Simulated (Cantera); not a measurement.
What does this Cantera script print?

```python
import numpy as np
import cantera as ct

gas_names = """
    CL CL2 H HCL H2 Si SiCL SiCL2 SiCL3 SiCL4 SiH SiHCL3 SiH2 SiH2CL2 SiH3 SiH3CL SiH4 Si2 Si3
""".split()
cond_names = """
    Si(cr) Si(L)
""".split()


def load(file, names, dense=False):
    # The tables refer to 1 bar. Condensed volumes are neglected.
    table = {s.name: s for s in ct.Species.list_from_file(file)}
    out = []
    for n in names:
        d = dict(table[n].input_data)
        d["thermo"] = dict(d["thermo"], **{"reference-pressure": 1e5})
        if dense:
            d["equation-of-state"] = {"model": "constant-volume", "density": "1e6 g/cm^3"}
        out.append(ct.Species.from_dict(d))
    return out


gas = ct.Solution(thermo="ideal-gas", species=load("nasa_gas.yaml", gas_names))
cond = {s.name: ct.Solution(thermo="fixed-stoichiometry", species=[s], name=s.name)
        for s in load("nasa_condensed.yaml", cond_names, dense=True)}
atoms = {
    'SiCl4': {'Si': 1, 'CL': 4},
    'H2': {'H': 2},
}
top_T = {}  # K; cautious upper limits of use, not melting points


def equilibrate(T, P, feed):
    n = {}
    for name, mol in feed.items():
        for a, k in atoms[name].items():
            n[a] = n.get(a, 0.0) + k * mol
    gas.TPX = T, P, n
    mass = sum(n.values()) * gas.mean_molecular_weight
    gas.equilibrate("TP")
    valid = [c for c in cond.values() if c.min_temp <= T <= top_T.get(c.name, c.max_temp)]
    mix = ct.Mixture([(gas, mass / gas.mean_molecular_weight)] + [(c, 0.0) for c in valid])
    mix.T, mix.P = T, P
    mix.equilibrate("TP", solver="vcs", rtol=1e-11, max_steps=5000)
    return mix


results = []
P = 11000  # Pa
for T in [1173, 1223, 1273, 1323, 1373, 1423, 1473, 1523, 1573, 1623, 1673]:
    for m in [7.5, 15, 29, 57, 110, 220, 440, 870]:
        feed = {'SiCl4': 1, 'H2': m}  # mol
        mix = equilibrate(T, P, feed)
        results.append((T, P, feed, dict(zip(mix.species_names, mix.species_moles))))

for T, P, feed, n in results:
    print(f"{T:7g} {feed['H2']:10.4g}  " + (" + ".join(c for c in cond_names if n.get(c, 0) > 1e-12) or "gas only"))
```

Output:

```
   1173        7.5  Si(cr)
   1173         15  Si(cr)
   1173         29  Si(cr)
   1173         57  Si(cr)
   1173        110  Si(cr)
   1173        220  Si(cr)
   1173        440  Si(cr)
   1173        870  Si(cr)
   1223        7.5  Si(cr)
   1223         15  Si(cr)
   1223         29  Si(cr)
   1223         57  Si(cr)
   1223        110  Si(cr)
   1223        220  Si(cr)
   1223        440  Si(cr)
   1223        870  Si(cr)
   1273        7.5  Si(cr)
   1273         15  Si(cr)
   1273         29  Si(cr)
   1273         57  Si(cr)
   1273        110  Si(cr)
   1273        220  Si(cr)
   1273        440  Si(cr)
   1273        870  Si(cr)
   1323        7.5  gas only
   1323         15  Si(cr)
   1323         29  Si(cr)
   1323         57  Si(cr)
   1323        110  Si(cr)
   1323        220  Si(cr)
   1323        440  Si(cr)
   1323        870  Si(cr)
   1373        7.5  gas only
   1373         15  Si(cr)
   1373         29  Si(cr)
   1373         57  Si(cr)
   1373        110  Si(cr)
   1373        220  Si(cr)
   1373        440  Si(cr)
   1373        870  Si(cr)
   1423        7.5  gas only
   1423         15  Si(cr)
   1423         29  Si(cr)
   1423         57  Si(cr)
   1423        110  Si(cr)
   1423        220  Si(cr)
   1423        440  Si(cr)
   1423        870  Si(cr)
   1473        7.5  gas only
   1473         15  Si(cr)
   1473         29  Si(cr)
   1473         57  Si(cr)
   1473        110  Si(cr)
   1473        220  Si(cr)
   1473        440  Si(cr)
   1473        870  Si(cr)
   1523        7.5  gas only
   1523         15  Si(cr)
   1523         29  Si(cr)
   1523         57  Si(cr)
   1523        110  Si(cr)
   1523        220  Si(cr)
   1523        440  Si(cr)
   1523        870  Si(cr)
   1573        7.5  gas only
   1573         15  Si(cr)
   1573         29  Si(cr)
   1573         57  Si(cr)
   1573        110  Si(cr)
   1573        220  Si(cr)
   1573        440  Si(cr)
   1573        870  Si(cr)
   1623        7.5  gas only
   1623         15  Si(cr)
   1623         29  Si(cr)
   1623         57  Si(cr)
   1623        110  Si(cr)
   1623        220  Si(cr)
   1623        440  Si(cr)
   1623        870  Si(cr)
   1673        7.5  gas only
   1673         15  gas only
   1673         29  Si(cr)
   1673         57  Si(cr)
   1673        110  Si(cr)
   1673        220  Si(cr)
   1673        440  Si(cr)
   1673        870  Si(cr)
```

Equilibrium computed with Cantera from the NASA thermochemical tables; the gas is ideal and each condensed phase is pure. The tables' values for SiCl3 are old estimates.
